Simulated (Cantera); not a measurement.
Cantera with NASA thermochemical tables; ideal gases at 1 bar, condensed phases pure. Values are per mole of reaction as written; species without (g) are pure solids or liquids, kept so even where they would boil at 1 bar.

### Question
Between 1398 and 2198 K, where is each reaction favourable under standard conditions?
- 9 CuF₂ + 6 NO₂(g) ⇌ 9 Cu + 6 NF₃(g) + 4 O₃(g)

### Answer
- 9 CuF₂ + 6 NO₂(g) ⇌ 9 Cu + 6 NF₃(g) + 4 O₃(g): ΔG° is 3741 kJ at 1398 K and 3713 kJ at 2198 K; it stays positive (K < 1). ΔH° is 3710 kJ and ΔS° -1 J/K at 2198 K.
